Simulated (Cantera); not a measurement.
# Moist CO burnout

An isothermal, constant-pressure homogeneous reactor starts with CO : O₂ : H₂O : N₂ = 0.0066 : 0.0041 : 0.0058 : 1 (molar parts), equivalence ratio 0.80, at 1250 K and 0.128 atm.

Model: GRI-Mech 3.0 (53 species, 325 reactions), integrated in Cantera.

| t (s) | x CO | x O₂ | x H₂O | x H₂O₂ | x HO₂ | x NO | x H₂ |
|---|---|---|---|---|---|---|---|
| 5.00e-6 | 0.00649 | 0.00403 | 0.00571 | <1e-12 | <1e-12 | <1e-12 | <1e-12 |
| 3.24e-5 | 0.00649 | 0.00403 | 0.00571 | <1e-12 | <1e-12 | <1e-12 | <1e-12 |
| 0.000210 | 0.00649 | 0.00403 | 0.00571 | <1e-12 | <1e-12 | <1e-12 | <1e-12 |
| 0.00136 | 0.00649 | 0.00403 | 0.00571 | <1e-12 | 5.60e-12 | <1e-12 | 3.79e-12 |
| 0.00879 | 0.00649 | 0.00403 | 0.00571 | <1e-12 | 2.59e-10 | <1e-12 | 2.12e-9 |
| 0.0569 | 0.00290 | 0.00249 | 0.00460 | 1.30e-8 | 1.17e-7 | 1.50e-7 | 0.000405 |
| 0.368 | 0.000334 | 0.00104 | 0.00544 | 8.91e-9 | 4.73e-8 | 1.26e-6 | 0.000167 |
| 2.39 | 2.80e-5 | 0.000805 | 0.00570 | 1.25e-9 | 1.90e-8 | 1.32e-6 | 1.40e-5 |
| 15.4 | 1.23e-6 | 0.000789 | 0.00572 | 6.56e-11 | 1.46e-9 | 1.32e-6 | 6.33e-7 |
| 100 | 9.39e-8 | 0.000789 | 0.00572 | 5.54e-12 | 1.07e-10 | 1.32e-6 | 5.12e-8 |
x: mole fraction; the columns are a selection and need not sum to one.

Equilibrium at this temperature and pressure: CO 3.52e-8, O₂ 0.000780, H₂O 0.00572, H₂O₂ 2.12e-12, HO₂ 4.94e-11, NO 1.93e-5, H₂ 1.97e-8 (gas phase only).
